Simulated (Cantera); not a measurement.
Mixture: H2 : O2 : N2 = 1 : 0.526 : 1.98 (molar parts), at 3.06 atm, adiabatic and at constant volume. Ignition delay is the time to a rise of 400 K.

Cantera simulation using the H2/O2 subset of GRI-Mech 3.0, which has no nitrogen chemistry; the numbers are that mechanism's predictions, not measurements. The hydrogen kinetics of GRI-Mech 3.0 are dated; newer H2 mechanisms differ, most at raised pressure.

```csv
quantity,before,after
delay at 950 K,46.1 ms,75.2 ms
delay at 1050 K,1.31 ms,1.85 ms
delay at 1150 K,29.3 µs,58.2 µs
delay at 1250 K,12.5 µs,26.3 µs
apparent activation energy between 1200 and 1300 K,83 kJ/mol,77 kJ/mol
```

Problem. What was changed between the two runs?
A) pressure from 3.06 atm to 0.345 atm
B) pressure from 3.06 atm to 4.15 atm
C) N2 1.98 to 5.4 parts
D) pressure from 3.06 atm to 6.22 atm

Solution. C, N2 1.98 to 5.4 parts
